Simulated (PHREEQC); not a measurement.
Solution (58 °C): 2.8 mmol/kgw KH2PO4, 12 mmol/kgw HNO3 and 0.00053 mmol/kgw H4SiO4. Closed to the air; pH follows from the charge balance.

Model: ion-association model, phreeqc.dat, run in PHREEQC.

| quantity | before | after |
|---|---|---|
| pH | 2.04 | 3.93 |
| ionic strength (mol/kgw) | 0.0130 | 0.000147 |
| SI of Quartz (SiO2) | -2.73 | -4.73 |

Question: What was changed between the two runs?
A) diluted 100-fold with water
B) H4SiO4 from 5.3e-07 to 2.65e-07 mol/kgw
C) KH2PO4 left out
D) temperature from 58 to 75 °C
E) H4SiO4 from 5.3e-07 to 5.83e-07 mol/kgw

Answer: A, diluted 100-fold with water

No solid was allowed to form. At this temperature some constants are extrapolated from 25 °C, and those without enthalpy data are left unchanged.
